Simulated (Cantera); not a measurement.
Cantera run:

```python
import numpy as np
import cantera as ct

gas_names = """
    B BH BH2 BH3 BN B2 H H2 N NH NH2 NH3 N2 N2H2 N2H4
""".split()
cond_names = """
    B(b) B(L) BN(s)
""".split()


# ... load() reads the species with a 1 bar reference pressure and builds the phases ...
atoms = {
    'borazine': {'B': 3, 'N': 3, 'H': 6},
    'N2': {'N': 2},
    'H2': {'H': 2},
}
top_T = {'BN(s)': 3200}  # K; cautious upper limits of use, not melting points


# ... equilibrate(T, P, feed) seeds the gas with the atoms and calls Mixture.equilibrate('TP', solver="vcs", rtol=1e-11, max_steps=5000) ...
results = []
feed = {'borazine': 1, 'N2': 0.79, 'H2': 110}  # mol
T = 2375  # K
P = 100000  # Pa
mix = equilibrate(T, P, feed)
results.append((T, P, feed, dict(zip(mix.species_names, mix.species_moles))))
print(gas.report(threshold=1e-06))
for i in range(1, mix.n_phases):
    print(f"{mix.phase(i).name:16s} {mix.phase_moles(i):12.5e} mol")
```

It prints:

```
       temperature   2375 K
          pressure   1e+05 Pa
           density   0.012104 kg/m^3
  mean mol. weight   2.3902 kg/kmol
   phase of matter   gas

                          1 kg             1 kmol
                     ---------------   ---------------
          enthalpy        2.9068e+07        6.9478e+07  J
   internal energy        2.0806e+07        4.9731e+07  J
           entropy             82178        1.9642e+05  J/K
    Gibbs function        -1.661e+08       -3.9702e+08  J
 heat capacity c_p             14751             35257  J/K
 heat capacity c_v             11272             26942  J/K

                      mass frac. Y      mole frac. X     chem. pot. / RT
                     ---------------   ---------------   ---------------
                 B        0.00011078        2.4494e-05           -3.7148
                BH        8.5453e-05        1.7283e-05           -13.751
               BH2          0.014386         0.0026809           -23.787
               BH3        0.00043205        7.4648e-05           -33.824
                BN        1.4287e-05         1.376e-06           -19.625
                 H         0.0058563          0.013886           -10.036
                H2           0.81777           0.96955           -20.073
               NH3        9.5067e-06        1.3342e-06           -46.019
                N2           0.16134          0.013766            -31.82
     [   +6 minor]         7.072e-07        1.0693e-07

B(L)              1.27417e+00 mol
BN(s)             1.40289e+00 mol
```

These are equilibrium values from Cantera (NASA tables, ideal gas, pure condensed phases), not measurements of a reactor. The feed counts by its element totals alone. Mutual solubility and eutectic melting of coexisting phases are not modelled. The tables' values for BH2 are old estimates; treat these amounts as uncertain. Gases not in the tables: B2H6 and higher boranes.
